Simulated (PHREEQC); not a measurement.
Brine (model solution)

A solution holds 2 mol LiBr and 1.4 mol NaCl per kg of water, at 20 °C. Closed to the air; pH follows from the charge balance.

Computed with PHREEQC (Pitzer model, pitzer.dat).

Precipitation was switched off in this run.

Question: Estimate the activity of water, density.

Answer: activity of water 0.854; density 1.161 g/cm³.
